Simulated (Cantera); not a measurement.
**Dilute partial oxidation**

An isothermal, constant-pressure homogeneous reactor starts with 1.91 % CH3OH, 2.67 % O2, 95.4 % N2, equivalence ratio 1.1, at 1125 K and 16.8 atm.

Cantera simulation using GRI-Mech 3.0 (53 species, 325 reactions); the numbers are that mechanism's predictions, not measurements. GRI-Mech 3.0 was tuned for natural gas; its chemistry of methanol as a main component is partial and can be far from experiment. The pressure lies above the range GRI-Mech 3.0 was tuned for (to about 10 atm). The temperature is held fixed by assumption; the heat of reaction is taken as removed at once.

| t (s) | x CH3OH | x O2 | x N2O | x CH4 | x H2O2 | x C2H4 |
|---|---|---|---|---|---|---|
| 2.00e-5 | 0.0191 | 0.0267 | <1e-12 | 1.46e-9 | <1e-12 | <1e-12 |
| 9.02e-5 | 0.0191 | 0.0267 | <1e-12 | 1.26e-8 | 3.46e-11 | <1e-12 |
| 0.000407 | 0.0191 | 0.0267 | 3.00e-12 | 6.54e-8 | 1.86e-9 | <1e-12 |
| 0.00184 | 0.0191 | 0.0267 | 6.11e-11 | 2.89e-7 | 5.32e-8 | <1e-12 |
| 0.00829 | 0.00393 | 0.0153 | 9.91e-9 | 8.85e-7 | 0.000894 | 3.56e-11 |
| 0.0374 | 2.08e-10 | 0.00333 | 1.45e-7 | 5.20e-8 | 1.20e-6 | <1e-12 |
| 0.169 | 2.88e-12 | 0.000394 | 2.54e-7 | 8.88e-10 | 4.30e-8 | <1e-12 |
| 0.762 | <1e-12 | 2.06e-7 | 1.05e-7 | 2.97e-10 | 3.72e-12 | <1e-12 |
| 3.44 | <1e-12 | 1.13e-10 | 1.15e-8 | 2.95e-10 | <1e-12 | <1e-12 |
| 15.5 | <1e-12 | <1e-12 | 5.63e-12 | 2.95e-10 | <1e-12 | <1e-12 |
| 70.0 | <1e-12 | <1e-12 | <1e-12 | 2.95e-10 | <1e-12 | <1e-12 |
x: mole fraction; the columns are a selection and need not sum to one.

Equilibrium at this temperature and pressure: CH3OH <1e-12, O2 <1e-12, N2O <1e-12, CH4 2.86e-10, H2O2 <1e-12, C2H4 <1e-12 (gas phase only).
